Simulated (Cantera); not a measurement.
Input (Python, Cantera) and output of one run.

```python
import numpy as np
import cantera as ct

gas_names = """
    H HNO HNO2 HNO3 HO2 H2 H2O H2O2 N NH NH2 NH3 NH2OH NO NO2 NO3 N2 N2H2 N2H4 N2O O OH O2 O3 Si SiH
    SiH2 SiH3 SiH4 SiN SiO SiO2 Si2 Si2N Si3
""".split()
cond_names = """
    H2O(s) H2O(L) Si(cr) Si(L) SiO2(Lqz) SiO2(hqz) SiO2(L) Si2N2O(s) Si3N4(a)
""".split()


# ... load() reads the species with a 1 bar reference pressure and builds the phases ...
atoms = {
    'SiH4': {'Si': 1, 'H': 4},
    'H2O': {'H': 2, 'O': 1},
    'N2': {'N': 2},
}
top_T = {'Si2N2O(s)': 2100, 'Si3N4(a)': 2400}  # K; cautious upper limits of use, not melting points


# ... equilibrate(T, P, feed) seeds the gas with the atoms and calls Mixture.equilibrate('TP', solver="vcs", rtol=1e-11, max_steps=5000) ...
results = []
feed = {'SiH4': 1, 'H2O': 0.44, 'N2': 74}  # mol
T = 1575  # K
P = 7.4  # Pa
mix = equilibrate(T, P, feed)
results.append((T, P, feed, dict(zip(mix.species_names, mix.species_moles))))
x = sorted(zip(gas.X, gas.species_names), reverse=True)
print(f"T = {T:g} K  P = {P:g} Pa  gas = {mix.phase_moles(0):.4g} mol")
print("   x: " + "  ".join(f"{s} {v:.3e}" for v, s in x if v > 0.001))
print("   condensed (mol): " + ("  ".join(f"{mix.phase(i).name} {mix.phase_moles(i):.4g}"
      for i in range(1, mix.n_phases) if mix.phase_moles(i) > 1e-12) or "none"))
```

Output:

```
T = 1575 K  P = 7.4 Pa  gas = 76.97 mol
   x: N2 9.614e-01  H2 3.127e-02  SiO 5.716e-03
   condensed (mol): Si(cr) 0.4977
```

Equilibrium computed with Cantera from the NASA thermochemical tables; the gas is ideal and each condensed phase is pure.
